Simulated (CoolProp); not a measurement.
Computed with CoolProp (reference Helmholtz-energy equation of state, Schroeder 2014).

### Question
Give the vapour pressure (MPa), liquid cp (kJ/(kg K)), surface tension (mN/m), vapour viscosity (µPa s) of saturated ethanol at 360 K.

### Answer
```
T (K)  p (MPa)  liquid cp (kJ/(kg K))  surface tension (mN/m)  vapour viscosity (µPa s)
-----  -------  ---------------------  ----------------------  ------------------------
360      0.140                   3.02                    15.9                      10.6
```

Viscosity comes from a separate model (Kiselev 2005). Surface tension comes from a separate correlation (Mulero 2012).
